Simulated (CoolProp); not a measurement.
Saturation properties of dimethyl ether (Tc = 400.4 K, pc = 5337 kPa, ω = 0.196).

Computed with CoolProp (reference Helmholtz-energy equation of state, Wu 2011).

```csv
T (K),p (kPa),liquid density (kg/m³),vapour density (kg/m³),liquid cp (kJ/(kg K))
283.5,377.6,684.5,8.094,2.363
287,422.0,679.1,9.003,2.379
290.5,470.3,673.6,9.989,2.396
294.1,[?],667.9,11.09,2.414
297.6,580.9,662.3,12.25,2.432
301.1,642.1,[?],[?],2.452
304.7,709.8,650.7,14.90,2.473
308.2,780.7,644.8,16.37,2.495
311.8,859.0,638.6,18.00,2.518
315.3,940.4,632.5,19.70,2.543
318.8,1028,626.2,21.54,2.569
322.4,1123,619.7,[?],2.598
```

Problem. Some entries are withheld; supply them.

Solution. 
- 294.1, p (kPa): 524.2
- 301.1, liquid density (kg/m³): 656.6
- 301.1, vapour density (kg/m³): 13.51
- 322.4, vapour density (kg/m³): 23.59

It boils at 248.4 K under 1 atm.
